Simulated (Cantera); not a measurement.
An adiabatic, constant-pressure homogeneous reactor starts with 48.0 % H₂, 10.9 % O₂, 41.1 % N₂, equivalence ratio 2.2, at 1575 K and 1.01 bar.

Detailed kinetics in Cantera: the H2/O2 subset of GRI-Mech 3.0, which has no nitrogen chemistry.

One state of this run: T (K) = 2627; x H₂ = 0.261; x O₂ = 0.000641; x H = 0.0615; x OH = 0.0123; x H₂O₂ = 6.12e-8; x H₂O = 0.220; x O = 0.00186. x: mole fraction; the columns are a selection and need not sum to one.

**Question.** Which value of t (s) does it belong to?
(A) 0.0187
(B) 0.00152
(C) 0.000658
(D) 0.000123

**Answer.** D, 0.000123
